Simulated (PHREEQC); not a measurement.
Make-up at 25 °C: 0.64 mol NaBr and 6.4e-06 mol H2S per kg of water. It is in equilibrium with CO2 at log p = -3.4 (atm). Otherwise closed; pH follows from the charge balance.

Model: ion-association model, phreeqc.dat, run in PHREEQC.

Each row changes one thing in this solution. This is a speciation only: nothing precipitates in the calculation.

```tsv
case	pH	CO2 (mol/kgw)	HCO3- (mol/kgw)	NaHCO3 (mol/kgw)	CO3-2 (mol/kgw)
as made	5.53	1.17e-5	2.97e-6	4.49e-7	1.53e-10
0.22 mol/kgw KCl added	5.53	1.11e-5	3.01e-6	4.26e-7	1.66e-10
H2S from 6.4e-06 to 1.28e-06 mol/kgw	5.55	1.17e-5	3.12e-6	4.71e-7	1.68e-10
H2S left out	5.56	1.17e-5	3.16e-6	4.77e-7	1.72e-10
diluted 100-fold with water	5.61	1.35e-5	2.65e-6	8.06e-9	6.44e-11
```

The ionic strength passes 0.7 mol/kgw, the rough limit of the ion-association models, in 0.22 mol/kgw KCl added.
